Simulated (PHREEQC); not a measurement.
Dissolve 0.084 mol HF and 0.000108 mol (CH3)4NF per kg of water at 25 °C. Closed to the air; pH follows from the charge balance.

All values are PHREEQC results (ion-association model, wateq4f.dat), not measurements.

```json
{
  "pH": "2.16",
  "ionic_strength": "0.00754 mol/kgw",
  "total_alkalinity": "-84.0 meq/kg"
}
```

| species | molality | activity | log γ |
|---|---|---|---|
| HF | 0.0578 | 0.0579 | 0.001 |
| H2F2 | 0.00871 | 0.00873 | 0.001 |
| H+ | 0.00744 | 0.00686 | -0.035 |
| F- | 0.00617 | 0.00563 | -0.040 |
| HF2- | 0.00137 | 0.00125 | -0.040 |
| (CH3)4N+ | 0.000108 | 9.85e-5 | -0.040 |

Precipitation was switched off in this run. (CH3)4N+ isn't in the database: it is added as a free cation with an ion size of 4 Å. wateq4f.dat counts part of the HF as a dimer, H2F2, which phreeqc.dat doesn't know; its constant is uncertain.
